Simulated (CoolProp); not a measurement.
Vapour-liquid equilibrium of benzene (1) + n-heptane (2) at 366.9 K; x and y are mole fractions of (1).

Values from CoolProp's multi-fluid Helmholtz-energy mixture model, Thol 2012 and Span 2003; pair parameters Bell 2016.

Question: Give the bubble pressure and the first vapour's composition at x = 0.05, 0.5, 0.8. Is there an azeotrope?

Answer: x = 0.05: 0.9346 bar, y = 0.100; x = 0.5: 1.321 bar, y = 0.637; x = 0.8: 1.467 bar, y = 0.844. No azeotrope shows between x = 0.05 and 0.95.

The pair parameters rest on a limited set of measurements; away from them the model extrapolates.
